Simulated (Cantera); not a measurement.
Input: 1 mol SiO2, 3.1 mol HF, 11 mol N2, held at 10.0 Torr.

These are equilibrium values from Cantera (NASA tables, ideal gas, pure condensed phases), not measurements of a reactor. Candidate condensed phases: H2O, Si, SiO2, Si2N2O, Si3N4; 58 gas species. Equilibrium is a limit: real reactors are often held back by kinetics, nucleation or transport.

**Question.** At 450 °C, list the 4 most abundant gas species with their mole fractions, and the condensed phases.

**Answer.** N2 0.810, H2O 0.0777, HF 0.0731, SiF4 0.0388. Condensed: SiO2(α-quartz).
